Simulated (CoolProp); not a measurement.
Values from CoolProp's reference Helmholtz-energy equation of state, Span 1996.

Task: Give the vapour pressure (MPa), enthalpy of vaporisation (kJ/kg), liquid cp (kJ/(kg K)) of saturated carbon dioxide at 243.8, 251, 272.6 K.

Result: 
```tsv
T (K)	p (MPa)	enthalpy of vaporisation (kJ/kg)	liquid cp (kJ/(kg K))
243.8	1.46	302	2.08
251	1.84	287	2.14
272.6	3.43	233	2.53
```
